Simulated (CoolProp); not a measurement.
Values from CoolProp's reference Helmholtz-energy equation of state, Lemmon 2006. It is a short technical equation, of lower accuracy than the large ones.

Q: For C3F8 (R218), give the phase and the cp (kJ/(kg K)), conductivity (mW/(m K)) at 268.2 K and 12400 kPa.

A: 
- 268.2 K and 12400 kPa: liquid; cp 1.00, conductivity 60.5

Thermal conductivity comes from a separate model (Huber 2003), an estimate that may be off by 10 % or more.
